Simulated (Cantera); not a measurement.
## Carbon deposition, reforming and gasification: CO + H₂

A closed system holds: 1 mol CO, 6.3 mol H₂, equilibrated at 1.00 bar.

Cantera equilibrium calculation (NASA polynomials, part measured and part estimated; ideal gas, pure solids and liquids). Candidate condensed phases: C, C₆H₆, C₇H₈, C₈H₁₈, H₂O; 131 gas species. Ions and electrons are included (thermal ionisation). Equilibrium is a limit: real reactors are often held back by kinetics, nucleation or transport.

From 2500 K to 5000 K nothing is condensed. The main C-bearing gas is CO throughout.

| T (K) | log p H | log p H₂ | log p CO | log p C | log p O | log p OH | log p H₂O | log p CH |
|---|---|---|---|---|---|---|---|---|
| 2500 | -1.64 | -0.07 | -0.87 | -8.07 | -8.26 | -6.51 | -4.27 | -8.03 |
| 3000 | -0.87 | -0.13 | -0.89 | -5.99 | -6.55 | -5.60 | -4.39 | -6.40 |
| 3500 | -0.39 | -0.32 | -0.96 | -4.63 | -5.25 | -4.94 | -4.54 | -5.44 |
| 4000 | -0.15 | -0.70 | -1.06 | -3.86 | -4.06 | -4.36 | -4.68 | -5.09 |
| 4500 | -0.07 | -1.21 | -1.11 | -3.16 | -3.21 | -4.09 | -5.08 | -4.83 |
| 5000 | -0.04 | -1.71 | -1.14 | -2.55 | -2.57 | -3.96 | -5.53 | -4.61 |
log p: log10 of the partial pressure in bar; nothing condenses.
